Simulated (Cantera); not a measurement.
A perfectly stirred reactor is fed with H2 : O2 : N2 = 1 : 0.5 : 6 (molar parts), equivalence ratio 1.0, at 10.0 bar; it is adiabatic with a 325 K inlet, and is followed from long to short residence time, starting on the burning branch (τ in s: 0.12, 0.052, 0.023, 0.0099, 0.0043, 0.0019, 0.00082, 0.00036, 0.00016, 6.8e-05).

Detailed kinetics in Cantera: GRI-Mech 3.0 (53 species, 325 reactions). The hydrogen kinetics of GRI-Mech 3.0 are dated; newer H2 mechanisms differ, most at raised pressure.

### Question
Predict: blow-out, bracketed by the residence times tried; x(H2) at τ = 0.120 s; x(O2) at τ = 0.120 s; x(OH) at τ = 0.120 s; x(HO2) at τ = 0.120 s; x(O) at τ = 0.120 s; x(H2) at τ = 1.90 ms; x(O2) at τ = 1.90 ms.

### Answer
* **blow-out, bracketed by the residence times tried**: burning at 9.90 ms, out at 4.30 ms
* **x(H2) at τ = 0.120 s**: 0.00164
* **x(O2) at τ = 0.120 s**: 0.000813
* **x(OH) at τ = 0.120 s**: 1.89e-5
* **x(HO2) at τ = 0.120 s**: 3.94e-6
* **x(O) at τ = 0.120 s**: 5.29e-7
* **x(H2) at τ = 1.90 ms**: 0.133
* **x(O2) at τ = 1.90 ms**: 0.0667
